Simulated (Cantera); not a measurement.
Mixture: 4.81 % CH4, 1.11 % C2H6, 14.7 % O2, 79.4 % N2, equivalence ratio 0.92, at 101000 Pa, adiabatic and at constant pressure. Ignition delay is the time to a rise of 400 K.

Computed with Cantera and GRI-Mech 3.0 (53 species, 325 reactions).

Task: At T0 = 1175 K, what is the delay, and which 7 reactions control it most (d ln τ / d ln k, from doubling and halving each rate constant)?

Result: The delay is 4.55 ms.
```tsv
reaction	d ln τ / d ln k	faster rate
CH3 + HO2 <=> CH3O + OH	-0.85	shortens it
H + O2 <=> O + OH	-0.75	shortens it
CH4 + H <=> CH3 + H2	0.29	lengthens it
C2H6 + H <=> C2H5 + H2	0.19	lengthens it
C2H4 + H (+M) <=> C2H5 (+M)	-0.18	shortens it
CH4 + OH <=> CH3 + H2O	0.17	lengthens it
2 OH (+M) <=> H2O2 (+M)	-0.16	shortens it
```
